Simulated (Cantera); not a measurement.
A closed system holds: 1 mol SiO₂, 1.7 mol CH₄, 1.6 mol N₂, equilibrated at 3500 Pa.

Cantera equilibrium calculation (NASA polynomials, part measured and part estimated; ideal gas, pure solids and liquids). Candidate condensed phases: C, C₆H₆, C₇H₈, C₈H₁₈, H₂O, Si, SiC, SiO₂, Si₂N₂O, Si₃N₄; 151 gas species. Mutual solubility and eutectic melting of coexisting phases are not modelled. Gases not in the tables: Si₂H₆ and higher silanes. Equilibrium is a limit: real reactors are often held back by kinetics, nucleation or transport.

Task: Which condensed phases are stable at each of these points (T (K)): 1550, 1650, 1750, 1850, 1950, 2050, 2150, 2250, 2350, 2450, 2550?

Result: 
| T (K) | condensed phases | Si condensed (%) |
|---|---|---|
| 1550 | C(graphite) + Si₂N₂O(s) | 99.8 |
| 1650 | SiC(s) + Si₂N₂O(s) | 98.1 |
| 1750 | SiC(s) + Si₂N₂O(s) | 84.0 |
| 1850 | SiC(s) | 34.9 |
| 1950 | SiC(s) | 34.7 |
| 2050 | SiC(s) | 34.2 |
| 2150 | SiC(s) | 32.8 |
| 2250 | SiC(s) | 28.7 |
| 2350 | SiC(s) | 17.8 |
| 2450 | gas only | 0.0 |
| 2550 | gas only | 0.0 |

At 1550 K the condensed part is C(graphite) + Si₂N₂O(s). From 1650 K to 1750 K the condensed part is SiC(s) + Si₂N₂O(s). From 1850 K to 2350 K the condensed part is SiC(s). From 2450 K to 2550 K nothing is condensed.
